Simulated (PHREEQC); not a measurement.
Ultrapure water in contact with air or piping: an equilibrium model

Synthetic water in mg/L, 20 °C, pH 6.52, pe 8.5: Na 0.0657; K 1.75e-05; Ca 0.0525; Mg 0.0465; Cl 0.0147; S(6) as SO4 0.0407; Alkalinity as HCO3 0.5; Zn 0.000295.

Valence states are taken as typed.

Model: ion-association model, wateq4f.dat, run in PHREEQC.

```yaml
ionic_strength: 1.33e-5 mol/kgw
charge_balance_error: -0.7 %
```

```tsv
species	molality	activity	log γ
HCO3-	8.47e-6	8.44e-6	-0.002
CO2	6.14e-6	6.14e-6	0.000
Na+	2.86e-6	2.85e-6	-0.002
Mg+2	1.91e-6	1.88e-6	-0.007
Ca+2	1.31e-6	1.29e-6	-0.007
SO4-2	4.23e-7	4.16e-7	-0.007
Cl-	4.15e-7	4.13e-7	-0.002
H+	3.03e-7	3.02e-7	-0.002
OH-	2.26e-8	2.25e-8	-0.002
Zn+2	4.49e-9	4.42e-9	-0.007
CO3-2	1.20e-9	1.18e-9	-0.007
```

No solid was allowed to form. Species that the database lacks are ignored.
